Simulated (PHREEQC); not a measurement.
Make-up at 25 °C: 0.027 mol HF, 0.0028 mol NH4HF2 and 0.00011 mol (NH4)2SiF6 per kg of water. Closed to the air; pH follows from the charge balance.

All values are PHREEQC results (ion-association model, wateq4f.dat), not measurements.

Question: The ionic strength comes out as 0.00640 mol/kgw. What activity coefficients do HF2-, H+, SiF6-2, NH4+, F- get?

Answer: HF2- 0.92, H+ 0.93, SiF6-2 0.72, NH4+ 0.92, F- 0.92.

This is a speciation only: nothing precipitates in the calculation. Complexes and solids missing from the database can't appear. wateq4f.dat counts part of the HF as a dimer, H2F2, which phreeqc.dat doesn't know; its constant is uncertain. SiF6-2 is the database's only silicon fluoride.
